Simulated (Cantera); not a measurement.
## Moist CO burnout

An isothermal, constant-pressure homogeneous reactor starts with CO : O2 : H2O : N2 = 0.027 : 0.078 : 0.022 : 1 (molar parts), equivalence ratio 0.17, at 1375 K and 0.260 bar.

Model: GRI-Mech 3.0 (53 species, 325 reactions), integrated in Cantera.

| t (s) | x CO | x O2 | x H2O | x NO | x N2O |
|---|---|---|---|---|---|
| 0.000100 | 0.0240 | 0.0692 | 0.0195 | <1e-12 | <1e-12 |
| 0.000228 | 0.0240 | 0.0692 | 0.0195 | <1e-12 | <1e-12 |
| 0.000518 | 0.0240 | 0.0692 | 0.0195 | <1e-12 | 4.27e-12 |
| 0.00118 | 0.0239 | 0.0692 | 0.0195 | 2.64e-12 | 2.94e-10 |
| 0.00268 | 0.0137 | 0.0627 | 0.0176 | 2.39e-7 | 9.08e-8 |
| 0.00611 | 0.00182 | 0.0578 | 0.0186 | 2.27e-6 | 1.35e-7 |
| 0.0139 | 0.000310 | 0.0578 | 0.0195 | 2.52e-6 | 2.07e-7 |
| 0.0316 | 5.67e-5 | 0.0579 | 0.0197 | 2.55e-6 | 2.56e-7 |
| 0.0720 | 1.09e-5 | 0.0579 | 0.0197 | 2.56e-6 | 2.73e-7 |
| 0.164 | 2.33e-6 | 0.0579 | 0.0197 | 2.56e-6 | 2.55e-7 |
| 0.373 | 6.17e-7 | 0.0579 | 0.0197 | 2.56e-6 | 1.96e-7 |
| 0.848 | 2.26e-7 | 0.0579 | 0.0198 | 2.57e-6 | 1.02e-7 |
| 1.93 | 1.36e-7 | 0.0579 | 0.0198 | 2.57e-6 | 2.91e-8 |
| 4.39 | 1.26e-7 | 0.0579 | 0.0198 | 2.57e-6 | 1.27e-8 |
| 10.0 | 1.26e-7 | 0.0579 | 0.0198 | 2.57e-6 | 1.23e-8 |
x: mole fraction; the columns are a selection and need not sum to one.

Equilibrium at this temperature and pressure: CO 1.26e-7, O2 0.0577, H2O 0.0198, NO 0.000353, N2O 1.23e-8 (gas phase only).
